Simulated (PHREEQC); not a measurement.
# Buffer

A solution holds 0.28 mol NaHCO3, 0.00088 mol NaOH and 0.011 mol NaCl per kg of water, at 20 °C. Closed to the air; pH follows from the charge balance.

Computed with PHREEQC (ion-association model, wateq4f.dat).

| Quantity | Value |
|---|---|
| pH | 7.97 |
| ionic strength | 0.273 mol/kgw |
| activity of water | 0.990 |
| total alkalinity | 281 meq/kg |

```tsv
species	molality	activity	log γ
Na+	0.270	0.197	-0.136
HCO3-	0.251	0.183	-0.137
NaHCO3	0.0191	0.0203	0.027
Cl-	0.0110	0.00759	-0.161
CO2	0.00448	0.00477	0.027
NaCO3-	0.00281	0.00205	-0.137
CO3-2	0.00255	0.000720	-0.549
OH-	9.19e-7	6.28e-7	-0.165
H+	1.36e-8	1.07e-8	-0.104
```

Precipitation was switched off in this run.
